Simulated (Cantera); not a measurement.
A perfectly stirred reactor is fed with 16.3 % H2, 19.0 % O2, 64.6 % N2, at 14000 Pa; it is held at 1075 K, and followed from long to short residence time.

Detailed kinetics in Cantera: the H2/O2 subset of GRI-Mech 3.0, which has no nitrogen chemistry. The temperature is held fixed by assumption; the heat of reaction is taken as removed at once.

One state of this run: x H2 = 0.00369; x O2 = 0.119; x H2O = 0.173; x H2O2 = 1.75e-6; x OH = 0.000680; x HO2 = 1.88e-5. x: mole fraction; the columns are a selection and need not sum to one.

Problem. Which value of τ (s) does it belong to?
A) 2.0
B) 0.0055
C) 0.030
D) 0.0024

Solution. C, 0.030
